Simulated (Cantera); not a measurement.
A Cantera script and its output.

```python
import numpy as np
import cantera as ct

gas = ct.Solution("gri30.yaml")
gas.TPX = 1348, 500000, {'CH4': 1, 'H2': 0.091, 'O2': 1.2, 'N2': 8.29, 'CO2': 2.5}
reactor = ct.IdealGasConstPressureReactor(gas, energy="on", clone=False)
net = ct.ReactorNet([reactor])
net.rtol, net.atol = 1e-08, 1e-16
show = ['CH4', 'H2', 'O2', 'C2H6', 'CO', 'H']
times = np.geomspace(7e-06, 2, 13)

steps = ct.SolutionArray(gas, extra=["t"])
rows = []
print(f"{'t/s':>10s}{'T/K':>9s}{'P/Pa':>11s}" + "".join(f"{s:>11s}" for s in show))
for t in times:
    while net.time < t:
        t_next = net.step()
        steps.append(gas.state, t=t_next)
    rows.append([np.interp(t, steps.t, y) for y in (steps.T, steps.P, *steps(*show).X.T)])
    print(f"{t:10.3e}{rows[-1][0]:9.1f}{rows[-1][1]:11.4g}" + "".join(f"{x:11.3e}" for x in rows[-1][2:]))
rate = np.gradient(steps.T, steps.t)
print("integrator steps:", len(steps.t))
if steps.T.max() > steps.T[0] + 200:
    print(f"time of steepest temperature rise: {steps.t[rate.argmax()]:.4e} s")
gas.TPX = 1348, 500000, {'CH4': 1, 'H2': 0.091, 'O2': 1.2, 'N2': 8.29, 'CO2': 2.5}
gas.equilibrate("HP")
print(f"equilibrium (HP): T = {gas.T:.1f} K  " + "  ".join(f"{s} {gas[s].X[0]:.3e}" for s in show))
```

Result:

```
       t/s      T/K       P/Pa        CH4         H2         O2       C2H6         CO          H
 7.000e-06   1348.0      5e+05  7.645e-02  6.957e-03  9.174e-02  2.772e-11  7.071e-10  1.620e-09
 1.994e-05   1348.0      5e+05  7.645e-02  6.957e-03  9.174e-02  8.558e-10  3.688e-09  3.708e-09
 5.681e-05   1348.0      5e+05  7.644e-02  6.956e-03  9.173e-02  4.275e-08  3.252e-08  1.414e-08
 1.618e-04   1348.1      5e+05  7.641e-02  6.951e-03  9.171e-02  4.042e-06  6.670e-07  8.238e-08
 4.610e-04   1349.4      5e+05  7.611e-02  6.917e-03  9.153e-02  8.373e-05  1.733e-05  1.652e-07
 1.313e-03   1356.8      5e+05  7.452e-02  6.962e-03  9.049e-02  4.629e-04  3.005e-04  3.260e-07
 3.742e-03   1991.7      5e+05  4.518e-04  1.853e-02  4.366e-05  1.155e-07  9.567e-02  9.145e-05
 1.066e-02   1986.1      5e+05  4.058e-06  1.967e-02  5.553e-07  8.637e-12  1.021e-01  8.980e-05
 3.037e-02   1986.0      5e+05  7.831e-12  1.968e-02  6.028e-07  7.051e-21  1.021e-01  9.335e-05
 8.651e-02   1986.0      5e+05  7.417e-12  1.968e-02  6.028e-07  4.029e-23  1.021e-01  9.336e-05
 2.464e-01   1986.0      5e+05  7.417e-12  1.968e-02  6.028e-07  4.030e-23  1.021e-01  9.335e-05
 7.021e-01   1986.0      5e+05  7.417e-12  1.968e-02  6.028e-07  4.030e-23  1.021e-01  9.335e-05
 2.000e+00   1986.0      5e+05  7.417e-12  1.968e-02  6.027e-07  4.030e-23  1.021e-01  9.335e-05
integrator steps: 2109
time of steepest temperature rise: 3.2924e-03 s
equilibrium (HP): T = 1986.0 K  CH4 7.986e-12  H2 1.968e-02  O2 6.027e-07  C2H6 4.584e-23  CO 1.021e-01  H 9.335e-05
```

Model: GRI-Mech 3.0 (53 species, 325 reactions), integrated in Cantera.
